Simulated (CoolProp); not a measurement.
Vapour-liquid equilibrium of cyclohexane (1) + n-dodecane (2) at 116.25 °C; x and y are mole fractions of (1).

The numbers come from the multi-fluid Helmholtz-energy mixture model, Zhou 2014 and Lemmon 2004; pair parameters Bell 2016 in CoolProp.

```tsv
x	bubble pressure (MPa)	y at the bubble point	dew pressure at overall composition x (MPa)	liquid density (mol/L)
0.05	___	0.716	0.004418	4.088
0.2	___	___	0.005231	4.457
0.35	0.08243	0.965	0.006410	4.888
0.5	0.1216	0.982	___	___
0.65	0.1631	0.990	0.01165	6.020
0.8	0.2061	___	___	___
0.95	0.2494	0.999	0.06381	7.732
```

**Question.** Complete the blanks.

**Answer.** 
- 0.05, bubble pressure (MPa): 0.01421
- 0.2, bubble pressure (MPa): 0.04653
- 0.2, y at the bubble point: 0.925
- 0.5, dew pressure at overall composition x (MPa): 0.008270
- 0.5, liquid density (mol/L): 5.401
- 0.8, y at the bubble point: 0.996
- 0.8, dew pressure at overall composition x (MPa): 0.01970
- 0.8, liquid density (mol/L): 6.779

No azeotrope shows between x = 0.05 and 0.95.

The pair parameters rest on a limited set of measurements; away from them the model extrapolates.
